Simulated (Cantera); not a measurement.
A closed system holds: 1 mol PbO, 0.34 mol H₂, equilibrated at 1627 °C and 21.0 mbar.

Method: chemical equilibrium by Gibbs-energy minimisation in Cantera with the NASA 1993 tables (ideal gas, pure condensed phases). Candidate condensed phases: H₂O, Pb, PbO, PbO₂, Pb₃O₄; 12 gas species. Gases not in the tables: (PbO)n polymers. The numbers say what is thermodynamically allowed, not how fast it happens.

Base state: Pb 0.370, PbO 0.325, H₂O 0.234, O₂ 0.0660, OH 0.00368, H₂ 0.000817, O 0.000529, H 0.000157 (mole fractions); condensed: gas only.

Task: What changes in the equilibrium state with this change: H₂ from 0.34 to 340 mol?

Result: 
```json
[
 {"species": "H₂", "before": "0.000817", "after": "0.989"},
 {"species": "H", "before": "0.000157", "after": "0.00545"},
 {"species": "Pb", "before": "0.370", "after": "0.00292"},
 {"species": "PbO", "before": "0.325", "after": "2.66e-8"},
 {"species": "O₂", "before": "0.0660", "after": "<1e-9"},
 {"species": "H₂O", "before": "0.234", "after": "0.00292"},
 {"species": "O", "before": "0.000529", "after": "5.47e-9"},
 {"species": "Pb₂", "before": "1.71e-5", "after": "1.07e-9"},
 {"species": "OH", "before": "0.00368", "after": "1.32e-6"}
]
```
